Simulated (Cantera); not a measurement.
A Cantera script and its output.

```python
import numpy as np
import cantera as ct

gas = ct.Solution("gri30.yaml")
gas.TPX = 1775, 180000, {'C2H4': 1, 'O2': 2, 'N2': 15.4, 'CO2': 0.032}
reactor = ct.IdealGasReactor(gas, energy="on", clone=False)
net = ct.ReactorNet([reactor])
net.rtol, net.atol = 1e-08, 1e-16
show = ['C2H4', 'O2', 'HCN', 'CO', 'HO2']
times = np.geomspace(3e-06, 0.5, 11)

steps = ct.SolutionArray(gas, extra=["t"])
rows = []
print(f"{'t/s':>10s}{'T/K':>9s}{'P/Pa':>11s}" + "".join(f"{s:>11s}" for s in show))
for t in times:
    while net.time < t:
        t_next = net.step()
        steps.append(gas.state, t=t_next)
    rows.append([np.interp(t, steps.t, y) for y in (steps.T, steps.P, *steps(*show).X.T)])
    print(f"{t:10.3e}{rows[-1][0]:9.1f}{rows[-1][1]:11.4g}" + "".join(f"{x:11.3e}" for x in rows[-1][2:]))
rate = np.gradient(steps.T, steps.t)
print("integrator steps:", len(steps.t))
if steps.T.max() > steps.T[0] + 200:
    print(f"time of steepest temperature rise: {steps.t[rate.argmax()]:.4e} s")
gas.TPX = 1775, 180000, {'C2H4': 1, 'O2': 2, 'N2': 15.4, 'CO2': 0.032}
gas.equilibrate("UV")
print(f"equilibrium (UV): T = {gas.T:.1f} K  " + "  ".join(f"{s} {gas[s].X[0]:.3e}" for s in show))
```

It prints:

```
       t/s      T/K       P/Pa       C2H4         O2        HCN         CO        HO2
 3.000e-06   1774.4    1.8e+05  5.409e-02  1.085e-01  2.980e-13  1.590e-05  1.047e-05
 9.984e-06   2214.3  2.371e+05  5.243e-03  5.371e-02  9.972e-06  4.929e-02  1.679e-04
 3.323e-05   2798.0  3.056e+05  5.591e-21  3.198e-03  3.387e-09  7.917e-02  1.473e-06
 1.106e-04   2889.9  3.137e+05  2.108e-20  1.996e-03  1.434e-08  7.864e-02  1.137e-06
 3.680e-04   2902.8  3.148e+05  3.285e-20  1.600e-03  2.965e-08  7.884e-02  9.644e-07
 1.225e-03   2898.8  3.144e+05  3.420e-20  1.526e-03  3.510e-08  7.903e-02  9.226e-07
 4.076e-03   2898.7  3.144e+05  3.422e-20  1.525e-03  3.522e-08  7.903e-02  9.217e-07
 1.356e-02   2898.7  3.144e+05  3.422e-20  1.525e-03  3.522e-08  7.903e-02  9.217e-07
 4.514e-02   2898.7  3.144e+05  3.422e-20  1.525e-03  3.522e-08  7.903e-02  9.217e-07
 1.502e-01   2898.7  3.144e+05  3.422e-20  1.525e-03  3.522e-08  7.903e-02  9.217e-07
 5.000e-01   2898.7  3.144e+05  3.422e-20  1.525e-03  3.522e-08  7.903e-02  9.217e-07
integrator steps: 1378
time of steepest temperature rise: 1.0684e-05 s
equilibrium (UV): T = 2898.7 K  C2H4 3.602e-20  O2 1.525e-03  HCN 3.522e-08  CO 7.903e-02  HO2 9.217e-07
```

Computed with Cantera and GRI-Mech 3.0 (53 species, 325 reactions). GRI-Mech 3.0 was tuned for natural gas; its chemistry of ethylene as a main component is partial and can be far from experiment.
